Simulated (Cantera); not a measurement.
Cantera run, input and output.

```python
import numpy as np
import cantera as ct

gas = ct.Solution("gri30.yaml")
gas.TPX = 1573, 1000000, {'CH3OH': 0.0068, 'O2': 0.0026, 'N2': 1}
reactor = ct.IdealGasConstPressureReactor(gas, energy="off", clone=False)
net = ct.ReactorNet([reactor])
net.rtol, net.atol = 1e-08, 1e-18
show = ['CH3OH', 'O2', 'CO', 'CH2', 'O']
times = np.geomspace(7e-06, 2, 14)

steps = ct.SolutionArray(gas, extra=["t"])
rows = []
print(f"{'t/s':>10s}{'T/K':>9s}{'P/Pa':>11s}" + "".join(f"{s:>11s}" for s in show))
for t in times:
    while net.time < t:
        t_next = net.step()
        steps.append(gas.state, t=t_next)
    rows.append([np.interp(t, steps.t, y) for y in (steps.T, steps.P, *steps(*show).X.T)])
    print(f"{t:10.3e}{rows[-1][0]:9.1f}{rows[-1][1]:11.4g}" + "".join(f"{x:11.3e}" for x in rows[-1][2:]))
rate = np.gradient(steps.T, steps.t)
print("integrator steps:", len(steps.t))
if steps.T.max() > steps.T[0] + 200:
    print(f"time of steepest temperature rise: {steps.t[rate.argmax()]:.4e} s")
gas.TPX = 1573, 1000000, {'CH3OH': 0.0068, 'O2': 0.0026, 'N2': 1}
gas.equilibrate("TP")
print(f"equilibrium (TP): T = {gas.T:.1f} K  " + "  ".join(f"{s} {gas[s].X[0]:.3e}" for s in show))
```

Output:

```
       t/s      T/K       P/Pa      CH3OH         O2         CO        CH2          O
 7.000e-06   1573.0      1e+06  6.480e-03  2.529e-03  1.008e-05  8.011e-07  1.088e-07
 1.840e-05   1573.0      1e+06  5.270e-03  2.366e-03  2.205e-04  6.593e-07  3.118e-07
 4.836e-05   1573.0      1e+06  5.814e-04  1.672e-03  4.951e-03  1.894e-07  2.068e-06
 1.271e-04   1573.0      1e+06  5.650e-09  1.408e-05  6.268e-03  3.284e-08  2.333e-06
 3.341e-04   1573.0      1e+06  3.367e-09  5.343e-08  6.101e-03  8.828e-09  7.255e-08
 8.781e-04   1573.0      1e+06  1.928e-09  3.338e-09  6.028e-03  1.281e-09  3.528e-09
 2.308e-03   1573.0      1e+06  7.274e-10  4.898e-10  5.993e-03  1.216e-10  2.017e-10
 6.066e-03   1573.0      1e+06  2.467e-10  1.117e-10  5.970e-03  1.376e-11  1.912e-11
 1.594e-02   1573.0      1e+06  1.054e-10  2.619e-11  5.950e-03  3.013e-12  3.893e-12
 4.191e-02   1573.0      1e+06  8.165e-11  2.780e-12  5.921e-03  2.006e-12  2.538e-12
 1.101e-01   1573.0      1e+06  7.880e-11  5.309e-13  5.866e-03  1.944e-12  2.439e-12
 2.895e-01   1573.0      1e+06  7.556e-11  5.018e-13  5.790e-03  1.888e-12  2.358e-12
 7.609e-01   1573.0      1e+06  7.277e-11  4.914e-13  5.748e-03  1.834e-12  2.325e-12
 2.000e+00   1573.0      1e+06  6.865e-11  4.905e-13  5.745e-03  1.731e-12  2.322e-12
integrator steps: 2008
equilibrium (TP): T = 1573.0 K  CH3OH 1.363e-14  O2 4.897e-13  CO 5.753e-03  CH2 6.598e-17  O 2.326e-12
```

Model: GRI-Mech 3.0 (53 species, 325 reactions), integrated in Cantera. GRI-Mech 3.0 was tuned for natural gas; its chemistry of methanol as a main component is partial and can be far from experiment.
